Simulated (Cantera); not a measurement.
**Gas-phase reforming**

An isothermal, constant-pressure homogeneous reactor starts with CH4 : CO2 = 1 : 1.9 (molar parts), at 1775 K and 1000000 Pa.

Model: GRI-Mech 3.0 (53 species, 325 reactions), integrated in Cantera.

```
t (s)        x CH4   x CO2      x O2      x H    x C2H4
--------  --------  ------  --------  -------  --------
5.00e-5      0.327   0.651  2.82e-12  4.82e-6   0.00371
0.000170     0.280   0.626  2.14e-11  1.31e-5    0.0134
0.000576     0.196   0.549  1.04e-10  2.30e-5   0.00891
0.00196     0.0957   0.388  2.48e-10  2.81e-5   0.00502
0.00665     0.0304   0.218  3.12e-10  3.13e-5   0.00323
0.0226      0.0204   0.148  1.43e-10  3.79e-5   0.00269
0.0766      0.0152  0.0967  6.46e-11  4.35e-5   0.00138
0.260      0.00647  0.0687  4.02e-11  4.76e-5  0.000220
0.884     0.000441  0.0615  3.39e-11  4.90e-5   9.80e-7
3.00       2.55e-6  0.0612  3.37e-11  4.93e-5  4.68e-11
```
x: mole fraction; the columns are a selection and need not sum to one.

Equilibrium at this temperature and pressure: CH4 2.68e-6, CO2 0.0612, O2 3.37e-11, H 4.93e-5, C2H4 5.02e-11 (gas phase only).
